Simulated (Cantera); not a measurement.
A freely propagating, adiabatic, planar premixed flame of 20.1 % H2, 16.8 % O2, 63.1 % N2, equivalence ratio 0.60, unburnt at 548 K and 10.0 bar; mixture-averaged transport, grid criteria slope 0.08 and curve 0.16, no radiation.

Computed with Cantera and the H2/O2 subset of GRI-Mech 3.0, which has no nitrogen chemistry. The hydrogen kinetics of GRI-Mech 3.0 are dated; newer H2 mechanisms differ, most at raised pressure. Burning velocities carry a grid error of a few per cent, more on coarse grids. Lean hydrogen flames are cellular in practice and burn faster than this planar one.

Question: Predict: laminar burning velocity; thermal thickness; peak x(H2O2); peak x(H); peak x(OH); peak x(O).

Answer: 
- laminar burning velocity: 108 cm/s
- thermal thickness: 0.0385 mm
- peak x(H2O2): 0.000322
- peak x(H): 0.00177
- peak x(OH): 0.00547
- peak x(O): 0.00202
